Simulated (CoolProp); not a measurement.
n-octane at several states: fugacity coefficient from the reference equation and from simpler models built on Tc = 295.6 °C, pc = 2484 kPa, ω = 0.398; each cubic takes its own stable root.

The numbers come from the reference Helmholtz-energy equation of state, Beckmüller 2019 in CoolProp.

| T (°C) | p (kPa) | phase | reference | van der Waals | Redlich-Kwong | Peng-Robinson |
|---|---|---|---|---|---|---|
| 311.45 | 297 | gas | 0.9610 | 0.9669 | 0.9626 | 0.9591 |
| 262.55 | 4150 | liquid | 0.3149 | 0.4195 | 0.3632 | 0.3197 |
| 244.15 | 418 | gas | 0.9156 | 0.9375 | 0.9256 | 0.9145 |
| 191.25 | 1290 | liquid | 0.3254 | 0.6611 | 0.4727 | 0.3288 |
